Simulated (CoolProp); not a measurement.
A simple Rankine cycle with R1336mzz(Z): condensing at 326.15 K, boiler at 2.11 MPa, turbine inlet 428.6 K, turbine efficiency 0.7, pump efficiency 0.8, no recuperator. Each further row changes one setting.

Model: reference Helmholtz-energy equation of state, McLinden 2020, in CoolProp.

```
case                             thermal efficiency (%)  net work (kJ/kg)  heat in (kJ/kg)  turbine exit temperature (K)  volume ratio over the turbine
-------------------------------  ----------------------  ----------------  ---------------  ----------------------------  -----------------------------
as stated                                          11.2              24.7              221                         368.5                           15.4
turbine inlet 448.6 K                              11.1              28.0              251                         395.5                           13.2
condensing temperature 318.15 K                    12.0              27.8              231                         364.5                           19.9
boiler pressure 1.48 MPa                           10.0              23.8              238                         386.4                           8.67
turbine efficiency 0.6                              9.5              20.9              221                         372.3                           15.6
```
